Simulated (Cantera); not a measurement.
A closed system holds: 1 mol (CH3)2SiCl2, 0.0096 mol C2H4, 100 mol H2, at 2275 °C.

These are equilibrium values from Cantera (NASA tables, ideal gas, pure condensed phases), not measurements of a reactor. Candidate condensed phases: C, C6H6, C7H8, C8H18, Si, SiC; 109 gas species. The feed counts by its element totals alone. Gases not in the tables: Si2H6 and higher silanes. Kinetics and transport are ignored.

### Question
Which condensed phases are stable at each of these points (P (Pa)): 100, 270, 720, 1900, 5200, 14000, 37000, 100000?

### Answer
```
P (Pa)  condensed phases  Si condensed (%)
------  ----------------  ----------------
100             gas only               0.0
270             gas only               0.0
720             gas only               0.0
1900            gas only               0.0
5200            gas only               0.0
14000           gas only               0.0
37000           gas only               0.0
100000            SiC(s)              46.1
```

From 1.00 mbar to 0.370 bar nothing is condensed. At 1.00 bar the condensed part is SiC(s).
